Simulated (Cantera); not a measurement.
**Stirred combustor or abatement burner**

A perfectly stirred reactor is fed with 8.51 % CH4, 18.3 % O2, 73.2 % N2, equivalence ratio 0.93, at 0.260 bar; it is adiabatic with a 598 K inlet, and is followed from long to short residence time, starting on the burning branch (τ in s: 0.42, 0.16, 0.064, 0.025, 0.0098, 0.0038, 0.0015, 0.00059, 0.00023, 9e-05, 3.5e-05, 1.4e-05).

Model: GRI-Mech 3.0 (53 species, 325 reactions), integrated in Cantera.

| τ (s) | T (K) | x CH4 | x O2 | x O | x CO2 | x C2H4 | x CO |
|---|---|---|---|---|---|---|---|
| 0.42 | 2234 | 1.55e-6 | 0.0171 | 0.00107 | 0.0737 | 2.55e-11 | 0.0105 |
| 0.16 | 2217 | 3.56e-6 | 0.0183 | 0.00132 | 0.0723 | 1.17e-10 | 0.0118 |
| 0.064 | 2183 | 7.30e-6 | 0.0201 | 0.00179 | 0.0697 | 3.89e-10 | 0.0141 |
| 0.025 | 2127 | 1.47e-5 | 0.0224 | 0.00264 | 0.0661 | 1.11e-9 | 0.0174 |
| 0.0098 | 2058 | 3.00e-5 | 0.0250 | 0.00382 | 0.0622 | 3.15e-9 | 0.0208 |
| 0.0038 | 1980 | 6.57e-5 | 0.0278 | 0.00519 | 0.0584 | 1.04e-8 | 0.0241 |
| 0.0015 | 1907 | 0.000153 | 0.0306 | 0.00635 | 0.0547 | 4.15e-8 | 0.0272 |
| 0.00059 | 1840 | 0.000399 | 0.0343 | 0.00684 | 0.0498 | 2.26e-7 | 0.0314 |
| 0.00023 | 1766 | 0.00132 | 0.0424 | 0.00563 | 0.0393 | 2.31e-6 | 0.0403 |
| 9.0e-5 | 598 | 0.0851 | 0.183 | <1e-12 | <1e-12 | <1e-12 | <1e-12 |
| 3.5e-5 | 598 | 0.0851 | 0.183 | <1e-12 | <1e-12 | <1e-12 | <1e-12 |
| 1.4e-5 | 598 | 0.0851 | 0.183 | <1e-12 | <1e-12 | <1e-12 | <1e-12 |
x: mole fraction; the columns are a selection and need not sum to one.
